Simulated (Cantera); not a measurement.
Feed: 1 mol HMDSO, 0.7 mol O₂, 47 mol N₂, held at 1025 K and 0.133 bar.

Method: chemical equilibrium by Gibbs-energy minimisation in Cantera with the NASA 1993 tables (ideal gas, pure condensed phases). Candidate condensed phases: C, C₆H₆, C₇H₈, C₈H₁₈, H₂O, Si, SiC, SiO₂, Si₂N₂O, Si₃N₄; 151 gas species. The feed counts by its element totals alone. N₂ is the only nitrogen source here; it is nearly inert below about 1500 K, so the nitride shown seldom forms there in practice. Mutual solubility and eutectic melting of coexisting phases are not modelled. Rates play no part.

Base state: N₂ 0.836, H₂ 0.162, CO 0.00230, CH₄ 0.000256, H₂O 1.32e-5 (mole fractions); condensed: C(graphite) + SiO₂(β-quartz) + Si₂N₂O(s).

**Question.** What changes in the equilibrium state with this change: O₂ from 0.7 to 3.8 mol?

**Answer.** 
| species | before | after |
|---|---|---|
| N₂ | 0.836 | 0.776 |
| H₂ | 0.162 | 0.148 |
| CO | 0.00230 | 0.0751 |
| CO₂ | 2.43e-7 | 0.000258 |
| H₂O | 1.32e-5 | 0.000392 |
| CH₄ | 0.000256 | 0.000214 |
| C(graphite), mol | 5.86 | 1.43 |
| SiO₂(β-quartz), mol | 0.848 | 2.00 |
| Si₂N₂O(s), mol | 0.576 | 0 |

**Question.** What changes in the equilibrium state with this change: pressure from 0.133 bar to 0.000130 bar?

**Answer.** 
```csv
species,before,after
N₂,0.836,0.816
H₂,0.162,0.160
CO,0.00230,0.0248
CH₄,0.000256,2.43e-7
H₂O,1.32e-5,1.37e-7
"C(graphite), mol",5.86,4.60
"SiO₂(β-quartz), mol",0.848,0
"Si₂N₂O(s), mol",0.576,1.00
```
